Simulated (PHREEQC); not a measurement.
Solution (25 °C and 500 atm): 0.0043 mol/kgw HF, 0.007 mol/kgw Na2CO3 and 0.057 mol/kgw NaCl. Closed to the air; pH follows from the charge balance.

Computed with PHREEQC (ion-association model, phreeqc.dat).

No solid was allowed to form.

Question: Estimate the pH, density, specific conductance.

Answer: pH 9.45; density 1.022 g/cm³; specific conductance 7290 µS/cm.

Question: In which forms is Na present?

Answer: Na+ 98 %, NaCO3- 1.3 % of the Na.

Species that the database lacks are ignored. Under pressure, the constants of complexes without a molar volume in the database are unreliable.
